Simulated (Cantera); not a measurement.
Mixture: H2 : O2 : N2 = 1 : 0.538 : 2.02 (molar parts), at 580000 Pa, adiabatic and at constant volume. Ignition delay is the time to a rise of 400 K.

Cantera simulation using the H2/O2 subset of GRI-Mech 3.0, which has no nitrogen chemistry; the numbers are that mechanism's predictions, not measurements. The hydrogen kinetics of GRI-Mech 3.0 are dated; newer H2 mechanisms differ, most at raised pressure. Where the delays flatten at high temperature, the 400 K rule measures the pace of heat release, not the induction time.

Task: What does this change do: constant pressure in place of constant volume?

Result: 
```tsv
quantity	before	after
delay at 1225 K	11.3 µs	11.6 µs
delay at 1425 K	3.05 µs	3.21 µs
delay at 1625 K	1.61 µs	1.75 µs
delay at 1825 K	1.10 µs	1.26 µs
delay at 2025 K	0.911 µs	1.11 µs
```

Task: What does this change do: pressure from 580000 Pa to 900000 Pa?

Result: 
```tsv
quantity	before	after
delay at 1225 K	11.3 µs	17.5 µs
delay at 1425 K	3.05 µs	2.11 µs
delay at 1625 K	1.61 µs	1.03 µs
delay at 1825 K	1.10 µs	0.664 µs
delay at 2025 K	0.911 µs	0.514 µs
```
